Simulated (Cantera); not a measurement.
A freely propagating, adiabatic, planar premixed flame of CH₃OH : O₂ : N₂ = 1 : 2.14 : 10.3 (molar parts), equivalence ratio 0.70, unburnt at 675 K and 430000 Pa; mixture-averaged transport, grid criteria slope 0.08 and curve 0.16, no radiation.

Detailed kinetics in Cantera: GRI-Mech 3.0 (53 species, 325 reactions). GRI-Mech 3.0 was tuned for natural gas; its chemistry of methanol as a main component is partial and can be far from experiment. Burning velocities carry a grid error of a few per cent, more on coarse grids.

Question: What does this change do: O2 2.14 to 2.7 parts?

Answer: 
| quantity | before | after |
|---|---|---|
| laminar burning velocity | 40.1 cm/s | 34.8 cm/s |
| thermal thickness | 0.172 mm | 0.192 mm |
| peak x(CO) | 0.0288 | 0.0251 |
| peak x(C₂H₆) | 1.04e-8 | <1e-8 |
| peak x(C₂H) | <1e-8 | <1e-8 |
| peak x(H₂) | 0.00719 | 0.00485 |
